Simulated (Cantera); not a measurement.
A Cantera script and what it prints.

```python
import numpy as np
import cantera as ct

gas_names = """
    Fe FeO Fe(OH)2 H HO2 H2 H2O H2O2 O OH O2 O3
""".split()
cond_names = """
    Fe(a) Fe(c) Fe(d) Fe(L) FeO(s) FeO(L) Fe(OH)2(s) Fe(OH)3(s) Fe2O3(s) Fe3O4(s) H2O(s) H2O(L)
""".split()


def load(file, names, dense=False):
    # The tables refer to 1 bar. Condensed volumes are neglected.
    table = {s.name: s for s in ct.Species.list_from_file(file)}
    out = []
    for n in names:
        d = dict(table[n].input_data)
        d["thermo"] = dict(d["thermo"], **{"reference-pressure": 1e5})
        if dense:
            d["equation-of-state"] = {"model": "constant-volume", "density": "1e6 g/cm^3"}
        out.append(ct.Species.from_dict(d))
    return out


gas = ct.Solution(thermo="ideal-gas", species=load("nasa_gas.yaml", gas_names))
cond = {s.name: ct.Solution(thermo="fixed-stoichiometry", species=[s], name=s.name)
        for s in load("nasa_condensed.yaml", cond_names, dense=True)}
atoms = {
    'Fe2O3': {'Fe': 2, 'O': 3},
    'H2': {'H': 2},
}
top_T = {'Fe2O3(s)': 1830, 'Fe3O4(s)': 1870}  # K; cautious upper limits of use, not melting points


def equilibrate(T, P, feed):
    n = {}
    for name, mol in feed.items():
        for a, k in atoms[name].items():
            n[a] = n.get(a, 0.0) + k * mol
    gas.TPX = T, P, n
    mass = sum(n.values()) * gas.mean_molecular_weight
    gas.equilibrate("TP")
    valid = [c for c in cond.values() if c.min_temp <= T <= top_T.get(c.name, c.max_temp)]
    mix = ct.Mixture([(gas, mass / gas.mean_molecular_weight)] + [(c, 0.0) for c in valid])
    mix.T, mix.P = T, P
    mix.equilibrate("TP", solver="vcs", rtol=1e-11, max_steps=5000)
    return mix


results = []
feed = {'Fe2O3': 1, 'H2': 1200}  # mol
T = 1775  # K
P = 11000  # Pa
mix = equilibrate(T, P, feed)
results.append((T, P, feed, dict(zip(mix.species_names, mix.species_moles))))
x = sorted(zip(gas.X, gas.species_names), reverse=True)
print(f"T = {T:g} K  P = {P:g} Pa  gas = {mix.phase_moles(0):.4g} mol")
print("   x: " + "  ".join(f"{s} {v:.3e}" for v, s in x if v > 1e-06))
print("   condensed (mol): " + ("  ".join(f"{mix.phase(i).name} {mix.phase_moles(i):.4g}"
      for i in range(1, mix.n_phases) if mix.phase_moles(i) > 1e-12) or "none"))
```

Result:

```
T = 1775 K  P = 11000 Pa  gas = 1201 mol
   x: H2 9.964e-01  H2O 2.498e-03  H 8.711e-04  Fe 1.852e-04
   condensed (mol): Fe(d) 1.778
```

Cantera equilibrium calculation (NASA polynomials, part measured and part estimated; ideal gas, pure solids and liquids).
